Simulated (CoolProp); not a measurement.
The fluid at 298.15 K and 0.0698 MPa is throttled through a valve to 0.00143 MPa with no heat exchange. The same conditions are run with several fluids, on thermodynamics alone (safety and materials aside).

The numbers come from the reference Helmholtz-energy equation of state of each fluid (n-perfluoropentane: Gao 2022; chloromethane (R40): Thol 2014; R21: Platzer 1990; R236EA: Rui 2013; ammonia: Gao 2020) in CoolProp. The equations of Platzer and Polt are older, rougher fits.

| fluid | temperature change (K) | final density (kg/m³) |
|---|---|---|
| n-perfluoropentane | -1.4 | 0.167 |
| chloromethane (R40) | [?] | [?] |
| R21 | [?] | [?] |
| R236EA | [?] | 0.0882 |
| ammonia | [?] | [?] |

### Question
What belongs in the gaps?

### Answer

- chloromethane (R40), temperature change (K): -2.5
- chloromethane (R40), final density (kg/m³): 0.0294
- R21, temperature change (K): -2.9
- R21, final density (kg/m³): 0.0600
- R236EA, temperature change (K): -1.6
- ammonia, temperature change (K): -2.0
- ammonia, final density (kg/m³): 0.00989
